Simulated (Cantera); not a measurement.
What does this Cantera script print?

```python
import numpy as np
import cantera as ct

gas_names = [...]  # 110 gases of nasa_gas.yaml made of C, H, O
cond_names = """
    C(gr) C6H6(L) C7H8(L) C8H18(L),n-octa H2O(s) H2O(L)
""".split()


# ... load() reads the species with a 1 bar reference pressure and builds the phases ...
atoms = {
    'CO': {'C': 1, 'O': 1},
    'H2': {'H': 2},
    'CO2': {'C': 1, 'O': 2},
}
top_T = {'C(gr)': 4500}  # K; cautious upper limits of use, not melting points


# ... equilibrate(T, P, feed) seeds the gas with the atoms and calls Mixture.equilibrate('TP', solver="vcs", rtol=1e-11, max_steps=5000) ...
results = []
feed = {'CO': 1, 'H2': 27, 'CO2': 0.18}  # mol
T = 2873  # K
P = 140  # Pa
mix = equilibrate(T, P, feed)
results.append((T, P, feed, dict(zip(mix.species_names, mix.species_moles))))
x = sorted(zip(gas.X, gas.species_names), reverse=True)
print(f"T = {T:g} K  P = {P:g} Pa  gas = {mix.phase_moles(0):.4g} mol")
print("   x: " + "  ".join(f"{s} {v:.3e}" for v, s in x if v > 0.001))
print("   condensed (mol): " + ("  ".join(f"{mix.phase(i).name} {mix.phase_moles(i):.4g}"
      for i in range(1, mix.n_phases) if mix.phase_moles(i) > 1e-12) or "none"))
```

Output:

```
T = 2873 K  P = 140 Pa  gas = 50.41 mol
   x: H 8.758e-01  H2 9.721e-02  CO 2.340e-02  O 2.861e-03
   condensed (mol): none
```

Cantera equilibrium calculation (NASA polynomials, part measured and part estimated; ideal gas, pure solids and liquids).
